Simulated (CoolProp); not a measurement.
Vapour-liquid equilibrium of CH2F2 (R32) (1) + R152A (2) at 36.75 °C; x and y are mole fractions of (1).

The numbers come from the multi-fluid Helmholtz-energy mixture model, Tillner-Roth 1997 and Outcalt 1996; pair parameters Bell 2016 in CoolProp.

```json
[
 {"x": "0.05", "bubble pressure, mixture model (kPa)": "899.3", "bubble pressure, Raoult's law (kPa)": "905.7", "y, mixture model": "0.106", "y, Raoult's law": "0.126"},
 {"x": "0.15", "bubble pressure, mixture model (kPa)": "1033", "bubble pressure, Raoult's law (kPa)": "1051", "y, mixture model": "[?]", "y, Raoult's law": "0.326"},
 {"x": "0.25", "bubble pressure, mixture model (kPa)": "1168", "bubble pressure, Raoult's law (kPa)": "1197", "y, mixture model": "0.421", "y, Raoult's law": "0.478"},
 {"x": "0.35", "bubble pressure, mixture model (kPa)": "[?]", "bubble pressure, Raoult's law (kPa)": "1342", "y, mixture model": "0.535", "y, Raoult's law": "0.597"},
 {"x": "0.45", "bubble pressure, mixture model (kPa)": "1445", "bubble pressure, Raoult's law (kPa)": "1488", "y, mixture model": "[?]", "y, Raoult's law": "0.692"},
 {"x": "0.55", "bubble pressure, mixture model (kPa)": "1588", "bubble pressure, Raoult's law (kPa)": "1633", "y, mixture model": "[?]", "y, Raoult's law": "0.770"},
 {"x": "0.65", "bubble pressure, mixture model (kPa)": "1735", "bubble pressure, Raoult's law (kPa)": "1779", "y, mixture model": "0.790", "y, Raoult's law": "0.836"},
 {"x": "0.75", "bubble pressure, mixture model (kPa)": "1886", "bubble pressure, Raoult's law (kPa)": "1924", "y, mixture model": "0.857", "y, Raoult's law": "0.892"},
 {"x": "0.85", "bubble pressure, mixture model (kPa)": "[?]", "bubble pressure, Raoult's law (kPa)": "2070", "y, mixture model": "[?]", "y, Raoult's law": "0.940"},
 {"x": "0.95", "bubble pressure, mixture model (kPa)": "2204", "bubble pressure, Raoult's law (kPa)": "2215", "y, mixture model": "[?]", "y, Raoult's law": "0.981"}
]
```

Q: Fill in the missing entries.

A: 
- 0.15, y, mixture model: 0.281
- 0.35, bubble pressure, mixture model (kPa): 1305
- 0.45, y, mixture model: 0.632
- 0.55, y, mixture model: 0.716
- 0.85, bubble pressure, mixture model (kPa): 2042
- 0.85, y, mixture model: 0.917
- 0.95, y, mixture model: 0.973

The largest gap from Raoult's law is -2.9 % in bubble pressure, at x = 0.45. No azeotrope shows between x = 0.05 and 0.95.

Pair parameters are fitted to limited data, so mixtures are less certain than the pure fluids.
